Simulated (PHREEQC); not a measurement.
Consider water at 25 °C with 0.0067 mol/kgw Cu(NO3)2, 0.00028 mol/kgw H2SO4 and 0.105 mol/kgw Na2SO4. It is in equilibrium with CO2 at log p = -2 (atm). Otherwise closed; pH follows from the charge balance.

Equilibrium calculation in PHREEQC: ion-association model, phreeqc.dat.

Problem. The ionic strength comes out as 0.280 mol/kgw. What activity coefficients do H+, NaSO4-, NO3-, HCO3-, HSO4- get?

Solution. H+ 0.79, NaSO4- 0.73, NO3- 0.67, HCO3- 0.73, HSO4- 0.73.

Precipitation was switched off in this run.
